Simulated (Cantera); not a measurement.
A closed system holds: 1 mol SiH4, 60 mol N2, equilibrated at 948 K and 0.133 bar.

These are equilibrium values from Cantera (NASA tables, ideal gas, pure condensed phases), not measurements of a reactor. Candidate condensed phases: Si, Si3N4; 18 gas species. N2 is the only nitrogen source here; it is nearly inert below about 1500 K, so the nitride shown seldom forms there in practice. Rates play no part.

### Question
What is the equilibrium state?

### Answer
```json
{
  "x(N2)": "0.967",
  "x(H2)": "0.0326",
  "n(Si3N4(s))": "0.333 mol",
  "gas_amount": "61.33 mol",
  "log10 activity of Si(s) (absent)": "-7.31"
}
```
